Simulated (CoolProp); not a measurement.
Vapour-liquid equilibrium of R113 (1) + n-hexane (2) at 1290 kPa; x and y are mole fractions of (1).

The numbers come from the multi-fluid Helmholtz-energy mixture model, Marx 1992 and Thol 2019; pair parameters Bell 2016 in CoolProp.

```csv
x,"bubble temperature, mixture model (K)","bubble temperature, Raoult's law (K)","y, mixture model","y, Raoult's law"
0.05,450.4,451.0,0.074,0.076
0.125,447.2,448.7,0.176,0.183
0.2,444.4,446.4,0.269,0.282
0.275,441.8,444.2,0.355,0.374
0.35,439.5,442.1,0.434,0.459
0.425,437.4,440.0,0.508,0.539
0.5,435.5,438.0,0.579,0.613
0.575,433.7,436.1,0.646,0.683
0.65,432.1,434.3,0.710,0.748
0.725,430.6,432.4,0.773,0.808
0.8,429.3,430.7,0.835,0.865
0.875,428.1,429.0,0.897,0.918
0.95,426.9,427.3,0.958,0.968
```

The largest gap from Raoult's law is -2.6 K in bubble temperature, at x = 0.425. No azeotrope shows between x = 0.05 and 0.95.

The pair parameters rest on a limited set of measurements; away from them the model extrapolates.
